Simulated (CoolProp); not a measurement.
A Linde-Hampson liquefier for CF4 (R14): isothermal reversible compression at 250 K from 1 atm to 15 MPa, throttling to 1 atm, return gas leaving the recuperator 2 K below the feed. Each further row changes one setting.

Computed with CoolProp (reference Helmholtz-energy equation of state, Platzer 1990). This equation is an older, rougher fit; its heat capacities, sound speeds and derivatives of the liquid may be far off and weren't checked against measurements.

| case | liquid yield per pass | compression work (kJ/kg of gas) |
|---|---|---|
| as stated | … | 95.7 |
| high pressure 30 MPa | … | … |
| warm-end temperature 280 K | … | … |
| warm-end gap 7 K | … | 95.7 |

**Question.** Fill in the missing entries.

**Answer.** 
- as stated, liquid yield per pass: 0.421
- high pressure 30 MPa, liquid yield per pass: 0.432
- high pressure 30 MPa, compression work (kJ/kg of gas): 109
- warm-end temperature 280 K, liquid yield per pass: 0.304
- warm-end temperature 280 K, compression work (kJ/kg of gas): 116
- warm-end gap 7 K, liquid yield per pass: 0.412
